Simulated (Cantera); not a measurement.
Charge: 1 mol CaF₂, 5.2 mol O₂, 5.1 mol N₂, equilibrated at 1598 K and 45.0 Torr.

Equilibrium computed with Cantera from the NASA thermochemical tables; the gas is ideal and each condensed phase is pure. Candidate condensed phases: Ca, CaF₂, CaO; 22 gas species. The numbers say what is thermodynamically allowed, not how fast it happens.

Base state: O₂ 0.504, N₂ 0.494, NO 0.00235, CaF₂ 0.000253, O 4.10e-5 (mole fractions); condensed: CaF₂(s).

### Question
What changes in the equilibrium state with this change: CaF₂ replaced by BaF₂?

### Answer
```
species         before    after
------------  --------  -------
O₂               0.504    0.502
N₂               0.494    0.493
BaF₂                 0  0.00291
CaF₂          0.000253        0
NO             0.00235  0.00235
O              4.10e-5  4.10e-5
CaF₂(s), mol     0.997        0
BaF₂(s), mol         0    0.970
```
Further candidate phases: Ba, BaF₂, BaO.

### Question
What changes in the equilibrium state with this change: CaF₂ replaced by CuF₂?

### Answer
```
species         before    after
------------  --------  -------
O₂               0.504    0.456
N₂               0.494    0.447
CuF₂                 0   0.0817
CaF₂          0.000253        0
CuF                  0  0.00627
F              2.26e-7  0.00627
CaF₂(s), mol     0.997        0
```
Further candidate phases: Cu, CuF₂, CuO, Cu₂O.
